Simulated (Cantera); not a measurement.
Input: 1 mol HMDSO, 2.6 mol O3, 14 mol N2, equilibrated at 63.0 mbar.

Equilibrium computed with Cantera from the NASA thermochemical tables; the gas is ideal and each condensed phase is pure. Candidate condensed phases: C, C6H6, C7H8, C8H18, H2O, Si, SiC, SiO2, Si2N2O, Si3N4; 151 gas species. The feed counts by its element totals alone. N2 is the only nitrogen source here; it is nearly inert below about 1500 K, so the nitride shown seldom forms there in practice. Mutual solubility and eutectic melting of coexisting phases are not modelled. The tables hold silica as quartz up to 1696 K and as liquid above; real silica turns to tridymite and cristobalite and melts near 1996 K. The numbers say what is thermodynamically allowed, not how fast it happens.

x: gas mole fraction; n: condensed amount in mol.

| T (K) | x N2 | x H2 | x CO | x SiO | x H | n SiO2(β-quartz) | n Si2N2O(s) | n SiO2(condensed) |
|---|---|---|---|---|---|---|---|---|
| 1398 | 0.476 | 0.315 | 0.210 | 6.02e-6 | 1.06e-5 | 1.20 | 0.400 | 0 |
| 1473 | 0.475 | 0.315 | 0.210 | 5.44e-5 | 2.83e-5 | 1.20 | 0.400 | 0 |
| 1548 | 0.475 | 0.314 | 0.210 | 0.000395 | 6.88e-5 | 1.19 | 0.397 | 0 |
| 1623 | 0.475 | 0.313 | 0.209 | (withheld) | (withheld) | 1.18 | 0.378 | 0 |
| 1698 | 0.472 | 0.309 | 0.206 | (withheld) | (withheld) | 0 | (withheld) | (withheld) |
| 1773 | 0.463 | 0.297 | 0.199 | 0.0399 | 0.000618 | 0 | 0 | 0.795 |
| 1848 | 0.463 | 0.296 | 0.198 | 0.0404 | 0.00115 | 0 | 0 | 0.778 |

Complete the blanks.


- 1623, x SiO: 0.00238
- 1623, x H: 0.000154
- 1698, x SiO: 0.0122
- 1698, x H: 0.000320
- 1698, n Si2N2O(s): 0.283
- 1698, n SiO2(condensed): 1.08
